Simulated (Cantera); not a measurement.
What does this Cantera script print?

```python
import numpy as np
import cantera as ct

gas_names = """
    CL CL2 H HCL H2 N NH NH2 NH3 N2 N2H2 N2H4 Si SiCL SiCL2 SiCL3 SiCL4 SiH SiHCL3 SiH2 SiH2CL2 SiH3
    SiH3CL SiH4 SiN Si2 Si2N Si3
""".split()
cond_names = """
    NH4CL(a) NH4CL(b) Si(cr) Si(L) Si3N4(a)
""".split()


# ... load() reads the species with a 1 bar reference pressure and builds the phases ...
atoms = {
    'SiHCl3': {'Si': 1, 'H': 1, 'CL': 3},
    'NH3': {'N': 1, 'H': 3},
    'N2': {'N': 2},
}
top_T = {'Si3N4(a)': 2400}  # K; cautious upper limits of use, not melting points


# ... equilibrate(T, P, feed) seeds the gas with the atoms and calls Mixture.equilibrate('TP', solver="vcs", rtol=1e-11, max_steps=5000) ...
results = []
T = 1800  # K
P = 55000  # Pa
for m in [0.16, 0.24, 0.38, 0.58, 0.9, 1.4, 2.1, 3.3, 5.1, 7.9, 12, 19, 29]:
    feed = {'SiHCl3': 1, 'NH3': m, 'N2': 16}  # mol
    mix = equilibrate(T, P, feed)
    results.append((T, P, feed, dict(zip(mix.species_names, mix.species_moles))))

top = {s: max(r[3][s] / sum(r[3][g] for g in gas_names) for r in results) for s in gas_names}
cols = sorted((s for s in top if top[s] > 0.0001), key=lambda s: -top[s])[:9]
seen = [c for c in cond_names if any(r[3].get(c, 0) > 1e-12 for r in results)]
print("log10 of partial pressures in bar; condensed amounts in mol")
print(f"{'n(NH3)':>10s}" + "".join(f"{s[:9]:>10s}" for s in cols + seen))
for T, P, feed, n in results:
    ng = sum(n[g] for g in gas_names)
    print(f"{feed['NH3']:10.4g}" + "".join(f"{np.log10(max(n[s] / ng * P / 1e5, 1e-99)):10.3f}" for s in cols)
          + "".join(f"{n.get(c, 0):10.4g}" for c in seen))
```

Result:

```
log10 of partial pressures in bar; condensed amounts in mol
    n(NH3)        N2        H2       HCL     SiCL2     SiCL3     SiCL4         H        CL    SiHCL3  Si3N4(a)
      0.16    -0.314    -2.106    -1.537    -1.638    -2.419    -2.993    -4.499    -4.046    -4.162    0.0262
      0.24    -0.317    -2.005    -1.498    -1.660    -2.452    -3.037    -4.448    -4.058    -4.144   0.04022
      0.38    -0.322    -1.862    -1.446    -1.695    -2.507    -3.111    -4.377    -4.077    -4.128   0.06178
      0.58    -0.329    -1.708    -1.395    -1.742    -2.580    -3.210    -4.300    -4.103    -4.123   0.08744
       0.9    -0.340    -1.531    -1.344    -1.810    -2.685    -3.352    -4.212    -4.140    -4.140    0.1195
       1.4    -0.356    -1.347    -1.303    -1.902    -2.828    -3.547    -4.120    -4.192    -4.192    0.1552
       2.1    -0.376    -1.181    -1.282    -2.011    -2.999    -3.779    -4.037    -4.253    -4.279    0.1883
       3.3    -0.407    -1.009    -1.281    -2.162    -3.235    -4.101    -3.951    -4.339    -4.430    0.2222
       5.1    -0.446    -0.863    -1.308    -2.336    -3.510    -4.476    -3.877    -4.439    -4.631    0.2497
       7.9    -0.494    -0.739    -1.364    -2.540    -3.831    -4.915    -3.815    -4.557    -4.890    0.2716
        12    -0.546    -0.643    -1.443    -2.758    -4.176    -5.387    -3.768    -4.683    -5.188    0.2875
        19    -0.607    -0.562    -1.556    -3.025    -4.597    -5.961    -3.727    -4.837    -5.568    0.3005
        29    -0.662    -0.508    -1.681    -3.294    -5.018    -6.535    -3.700    -4.990    -5.962    0.3094
```

These are equilibrium values from Cantera (NASA tables, ideal gas, pure condensed phases), not measurements of a reactor. The tables' values for SiCl3, SiCl are old estimates; treat these amounts as uncertain.
